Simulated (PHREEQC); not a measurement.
Consider water at 45 °C with 2.5 mmol/kgw MgCl2, 0.0066 mmol/kgw CO2 and 0.00261 mmol/kgw H4SiO4. Closed to the air; pH follows from the charge balance.

All values are PHREEQC results (ion-association model, phreeqc.dat), not measurements.

Task: The ionic strength comes out as 0.00750 mol/kgw. What activity coefficients do Mg+2, H+, HCO3-, Cl- get?

Result: Mg+2 0.70, H+ 0.92, HCO3- 0.91, Cl- 0.91.

No solid was allowed to form. Species that the database lacks are ignored. Away from 25 °C the constants follow the database's enthalpies or fits; those with neither stay at their 25 °C values.
